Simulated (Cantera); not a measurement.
## Gas activation for diamond growth

An isothermal, constant-pressure homogeneous reactor starts with CH4 : H2 : H = 0.013 : 1 : 0.12 (molar parts), at 1923 K and 0.365 atm.

Cantera simulation using GRI-Mech 3.0 (53 species, 325 reactions); the numbers are that mechanism's predictions, not measurements. GRI-Mech 3.0 stops at C3 and has no aromatics, soot or wall deposition, so with more carbon than oxygen in the feed, carbon stays in small species such as C2H2 where larger ones or solid carbon would form.

```tsv
t (s)	x CH4	x H2	x H	x C2H2	x CH3
0.000700	0.000850	0.983	0.0107	0.00543	0.000179
0.00152	0.000888	0.988	0.00538	0.00546	9.50e-5
0.00332	0.000913	0.991	0.00274	0.00548	5.00e-5
0.00724	0.000919	0.992	0.00175	0.00549	3.22e-5
0.0158	0.000909	0.992	0.00156	0.00550	2.84e-5
0.0344	0.000886	0.992	0.00155	0.00551	2.76e-5
0.0748	0.000843	0.992	0.00155	0.00553	2.62e-5
0.163	0.000779	0.992	0.00155	0.00556	2.43e-5
0.355	0.000713	0.992	0.00155	0.00560	2.22e-5
0.774	0.000679	0.992	0.00155	0.00561	2.11e-5
1.69	0.000674	0.992	0.00155	0.00562	2.10e-5
3.67	0.000674	0.992	0.00155	0.00562	2.10e-5
8.00	0.000674	0.992	0.00155	0.00562	2.10e-5
```
x: mole fraction; the columns are a selection and need not sum to one.

Equilibrium at this temperature and pressure: CH4 0.000674, H2 0.992, H 0.00155, C2H2 0.00562, CH3 2.10e-5 (gas phase only).
